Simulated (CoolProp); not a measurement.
Vapour-liquid equilibrium of propylene (1) + dimethyl ether (2) at 53.75 °C; x and y are mole fractions of (1).

Model: multi-fluid Helmholtz-energy mixture model, Lemmon 2013 and Wu 2011; pair parameters Bell 2016, in CoolProp.

```
x      bubble pressure (kPa)  y at the bubble point  dew pressure at overall composition x (kPa)  liquid density (mol/L)
-----  ---------------------  ---------------------  -------------------------------------------  ----------------------
0.05                    1312                  0.083                                         1287                   13.13
0.125                   1400                  0.195                                         1344                   12.93
0.2                     1485                  0.293                                         1404                   12.72
0.275                   1568                  0.381                                         1469                   12.52
0.35                    1647                  0.460                                         1538                   12.32
0.425                   1724                  0.533                                         1611                   12.12
0.5                     1797                  0.601                                         1689                   11.92
0.575                   1868                  0.665                                         1769                   11.72
0.65                    1937                  0.726                                         1852                   11.52
0.725                   2003                  0.785                                         1936                   11.33
0.8                     2066                  0.844                                         2019                   11.15
0.875                   2127                  0.902                                         2100                   10.96
0.95                    2186                  0.960                                         2176                   10.79
```

No azeotrope shows between x = 0.05 and 0.95.

The pair parameters rest on a limited set of measurements; away from them the model extrapolates.
